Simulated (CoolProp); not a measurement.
Vapour-liquid equilibrium of ethylene (1) + 1-butene (2) at 0.2 MPa; x and y are mole fractions of (1).

Computed with CoolProp (multi-fluid Helmholtz-energy mixture model, Smukala 2000 and Lemmon 2005; pair parameters Bell 2016).

```json
[
 {"x": "0.05", "bubble temperature, mixture model (°C)": "-12.6", "bubble temperature, Raoult's law (°C)": "-16.8", "y, mixture model": "0.611", "y, Raoult's law": "0.686"},
 {"x": "0.125", "bubble temperature, mixture model (°C)": "-37.6", "bubble temperature, Raoult's law (°C)": "-40.1", "y, mixture model": "___", "y, Raoult's law": "0.905"},
 {"x": "0.2", "bubble temperature, mixture model (°C)": "-51.9", "bubble temperature, Raoult's law (°C)": "-53.1", "y, mixture model": "0.951", "y, Raoult's law": "0.959"},
 {"x": "0.275", "bubble temperature, mixture model (°C)": "-61.1", "bubble temperature, Raoult's law (°C)": "-61.6", "y, mixture model": "0.975", "y, Raoult's law": "0.978"},
 {"x": "0.35", "bubble temperature, mixture model (°C)": "___", "bubble temperature, Raoult's law (°C)": "-67.8", "y, mixture model": "0.985", "y, Raoult's law": "0.987"},
 {"x": "0.425", "bubble temperature, mixture model (°C)": "-72.6", "bubble temperature, Raoult's law (°C)": "-72.5", "y, mixture model": "0.991", "y, Raoult's law": "0.992"},
 {"x": "0.5", "bubble temperature, mixture model (°C)": "___", "bubble temperature, Raoult's law (°C)": "-76.4", "y, mixture model": "0.994", "y, Raoult's law": "0.995"},
 {"x": "0.575", "bubble temperature, mixture model (°C)": "-79.7", "bubble temperature, Raoult's law (°C)": "-79.6", "y, mixture model": "___", "y, Raoult's law": "0.997"},
 {"x": "0.65", "bubble temperature, mixture model (°C)": "___", "bubble temperature, Raoult's law (°C)": "-82.3", "y, mixture model": "0.997", "y, Raoult's law": "0.998"},
 {"x": "0.725", "bubble temperature, mixture model (°C)": "-84.7", "bubble temperature, Raoult's law (°C)": "-84.7", "y, mixture model": "0.998", "y, Raoult's law": "0.999"},
 {"x": "0.8", "bubble temperature, mixture model (°C)": "-86.7", "bubble temperature, Raoult's law (°C)": "-86.7", "y, mixture model": "0.999", "y, Raoult's law": "0.999"},
 {"x": "0.875", "bubble temperature, mixture model (°C)": "___", "bubble temperature, Raoult's law (°C)": "-88.6", "y, mixture model": "0.999", "y, Raoult's law": "1.000"},
 {"x": "0.95", "bubble temperature, mixture model (°C)": "-90.2", "bubble temperature, Raoult's law (°C)": "-90.3", "y, mixture model": "1.000", "y, Raoult's law": "1.000"}
]
```

Problem. Complete the blanks.

Solution. 
- 0.125, y, mixture model: 0.884
- 0.35, bubble temperature, mixture model (°C): -67.6
- 0.5, bubble temperature, mixture model (°C): -76.5
- 0.575, y, mixture model: 0.996
- 0.65, bubble temperature, mixture model (°C): -82.4
- 0.875, bubble temperature, mixture model (°C): -88.5

The largest gap from Raoult's law is +4.2 K in bubble temperature, at x = 0.05. No azeotrope shows between x = 0.05 and 0.95.

Pair parameters are fitted to limited data, so mixtures are less certain than the pure fluids. The gap from Raoult's law changes sign with composition, which may be real or a fault of the pair parameters; it wasn't checked against measurements.
